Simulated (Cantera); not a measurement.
Adiabatic ignition

An adiabatic, constant-volume homogeneous reactor starts with C3H8 : O2 : N2 : H2O = 1 : 3.85 : 36.5 : 2.3 (molar parts), equivalence ratio 1.3, at 1250 K and 17.8 atm.

Detailed kinetics in Cantera: GRI-Mech 3.0 (53 species, 325 reactions). GRI-Mech 3.0 was tuned for natural gas; its chemistry of propane as a main component is partial and can be far from experiment. The pressure lies above the range GRI-Mech 3.0 was tuned for (to about 10 atm).

```csv
t (s),T (K),P (bar),x C3H8,x O2,x H2O,x HCO,x CH2O,x NO2,x C2H6
2.00e-6,1250,18.0,0.0229,0.0882,0.0527,<1e-12,2.54e-8,<1e-12,3.44e-9
7.96e-6,1250,18.0,0.0229,0.0882,0.0527,2.11e-12,8.07e-7,<1e-12,1.88e-7
3.17e-5,1250,18.0,0.0228,0.0882,0.0527,1.24e-10,2.09e-5,<1e-12,1.14e-5
0.000126,1250,18.0,0.0224,0.0880,0.0529,8.76e-10,0.000135,<1e-12,0.000100
0.000502,1255,18.1,0.0197,0.0866,0.0540,9.22e-9,0.000768,<1e-12,0.000533
0.00200,2317,35.0,<1e-12,5.85e-6,0.118,5.16e-8,8.35e-9,1.36e-9,<1e-12
0.00796,2317,35.0,<1e-12,5.81e-6,0.118,5.16e-8,8.36e-9,2.53e-9,<1e-12
0.0317,2317,35.0,<1e-12,5.80e-6,0.118,5.16e-8,8.36e-9,2.93e-9,<1e-12
0.126,2317,35.0,<1e-12,5.80e-6,0.118,5.16e-8,8.36e-9,2.93e-9,<1e-12
0.502,2317,35.0,<1e-12,5.80e-6,0.118,5.16e-8,8.36e-9,2.93e-9,<1e-12
2.00,2317,35.0,<1e-12,5.80e-6,0.118,5.16e-8,8.36e-9,2.93e-9,<1e-12
```
x: mole fraction; the columns are a selection and need not sum to one.

```json
{
 "time_of_steepest_temperature_rise": "0.804 ms",
 "temperature at 2.00 s": "2317 K",
 "equilibrium_temperature": "2317 K",
 "x(C3H8) at 2.00 s": "<1e-12 (gas-phase equilibrium <1e-12)",
 "x(O2) at 2.00 s": "5.80e-6 (gas-phase equilibrium 5.80e-6)",
 "x(H2O) at 2.00 s": "0.118 (gas-phase equilibrium 0.118)"
}
```
